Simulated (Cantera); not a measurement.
# Low-pressure radical oxidation in H2/O2

A perfectly stirred reactor is fed with H2 : O2 = 0.078 : 1 (molar parts), at 0.0132 atm; it is held at 1348 K, and followed from long to short residence time.

Computed with Cantera and GRI-Mech 3.0 (53 species, 325 reactions). Radical loss at walls, strong at low pressure, is not modelled. The temperature is held fixed by assumption; the heat of reaction is taken as removed at once.

```
τ (s)       x H2   x O2   x H2O    x HO2   x H2O2       x H     x OH
------  --------  -----  ------  -------  -------  --------  -------
3.1     0.000120  0.922  0.0739  8.93e-7  3.96e-8  0.000142  0.00177
0.88    0.000264  0.918  0.0730  1.42e-6  5.58e-8  0.000475  0.00264
0.25    0.000553  0.911  0.0713  2.02e-6  7.29e-8   0.00148  0.00383
0.069    0.00108  0.899  0.0682  2.57e-6  8.70e-8   0.00395  0.00526
0.019    0.00189  0.885  0.0641  2.90e-6  9.61e-8   0.00776  0.00658
0.0054   0.00335  0.877  0.0600  3.07e-6  1.08e-7    0.0109  0.00769
0.0015   0.00743  0.878  0.0540  3.17e-6  1.34e-7    0.0129  0.00913
```
x: mole fraction; the columns are a selection and need not sum to one.
